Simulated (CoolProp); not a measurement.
Vapour-liquid equilibrium of R125 (1) + n-butane (2) at 297.1 K; x and y are mole fractions of (1).

Values from CoolProp's multi-fluid Helmholtz-energy mixture model, Lemmon 2005 and Bücker 2006; pair parameters Bell 2016.

Problem. Give the bubble pressure and the first vapour's composition at x = 0.15, 0.75, 0.85. Is there an azeotrope?

Solution. x = 0.15: 6.875 bar, y = 0.661; x = 0.75: 12.21 bar, y = 0.868; x = 0.85: 12.75 bar, y = 0.906. No azeotrope shows between x = 0.05 and 0.95.

Pair parameters are fitted to limited data, so mixtures are less certain than the pure fluids. With so large a gap from Raoult's law the liquid may split in two, which this calculation doesn't test in full.
